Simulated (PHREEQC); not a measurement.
A column of 0.5 m (30 cells, dispersivity 0.018 m, 3600 s a shift, diffusion coefficient 3e-10 m²/s) holds 0.021 eq of the database's cation exchanger X per kg of pore water, first in equilibrium with 0.002 mol LiCl, 0.0006 mol MnCl2, 0.015 mol Na2SO4 and 1e-05 mol HCl per kg of water. It is flushed with 0.61 mmol/kgw NH4Cl, 7 mmol/kgw (NH4)2SO4, 46 mmol/kgw KBr and 0.01 mmol/kgw HCl, at 25 °C. Values are for the last cell. CO2 from the air is kept out. Nothing may precipitate in this run.

The series has 31 steps of pore volumes, from 0 to 3.017.

All values are PHREEQC results (ion-association model, phreeqc.dat), not measurements.

**Question.** After how many pore volumes does Br at the outlet first reach half of its feed value?

**Answer.** By 1.0 pore volumes.

**Question.** After how many pore volumes does K at the outlet first reach half of its feed value?

**Answer.** By 1.3 pore volumes.

**Question.** After how many pore volumes does NH4 at the outlet first reach half of its feed value?

**Answer.** By 1.3 pore volumes.
